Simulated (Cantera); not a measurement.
Counterflow diffusion flame

A counterflow diffusion flame at 750 Torr, nozzles 20 mm apart: fuel side 39.2 % CH₄, 43.1 % C₂H₆, 17.6 % N₂ at 350 K, oxidiser side 19.0 % O₂, 81.0 % N₂ at 300 K, fuel mass flux 0.78 times the oxidiser's; mixture-averaged transport, no radiation.

Computed with Cantera and GRI-Mech 3.0 (53 species, 325 reactions). GRI-Mech 3.0 has no aromatics or soot, which form on the fuel side of real flames. The maximum strain rate includes the flame's own expansion and is several times the mean. A flux with no burning solution from the previous one only brackets extinction.

| oxidiser flux (kg/m²/s) | max strain (1/s) | mean strain (1/s) | T max (K) | peak x OH | peak x H | peak x NO | peak x CO | peak x C₂H₂ |
|---|---|---|---|---|---|---|---|---|
| 0.25 | 139 | 22.6 | 1907 | 0.00475 | 0.00291 | 0.000147 | 0.0393 | 0.0199 |
| 0.38 | 199 | 34.3 | 1884 | 0.00468 | 0.00312 | 0.000129 | 0.0399 | 0.0181 |
| 0.58 | 290 | 52.3 | 1863 | 0.00460 | 0.00333 | 0.000110 | 0.0407 | 0.0163 |
| 0.88 | 422 | 79.4 | 1836 | 0.00441 | 0.00346 | 8.72e-5 | 0.0417 | 0.0144 |
| 1.3 | 599 | 117 | 1807 | 0.00413 | 0.00350 | 6.38e-5 | 0.0431 | 0.0123 |
| 2 | 877 | 180 | 1759 | 0.00354 | 0.00328 | 3.57e-5 | 0.0454 | 0.00920 |
x: mole fraction; the columns are a selection and need not sum to one.

At the next flux tried, 3.1 kg/m²/s, no burning solution was found from the previous one.
